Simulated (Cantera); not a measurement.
Input: 1 mol C, 1.1 mol CO₂, 26 mol N₂, 0.48 mol NH₃, at 1827 °C and 0.000470 bar.

Cantera equilibrium calculation (NASA polynomials, part measured and part estimated; ideal gas, pure solids and liquids). Candidate condensed phases: C, C₆H₆, C₇H₈, C₈H₁₈, H₂O; 136 gas species. Rates play no part.

Base state: N₂ 0.895, CO 0.0702, H 0.0172, H₂ 0.0144, H₂O 0.00148, CO₂ 0.00146, OH 0.000211, O 0.000180 (mole fractions); condensed: gas only.

Question: What changes in the equilibrium state with this change: N₂ from 26 to 0.91 mol?

Answer: 
```json
[
 {"species": "CO", "before": "0.0702", "after": "0.505"},
 {"species": "N₂", "before": "0.895", "after": "0.282"},
 {"species": "H₂", "before": "0.0144", "after": "0.136"},
 {"species": "H₂O", "before": "0.00148", "after": "0.0135"},
 {"species": "CO₂", "before": "0.00146", "after": "0.0101"},
 {"species": "H", "before": "0.0172", "after": "0.0530"},
 {"species": "OH", "before": "0.000211", "after": "0.000627"},
 {"species": "NO", "before": "6.51e-5", "after": "3.53e-5"}
]
```
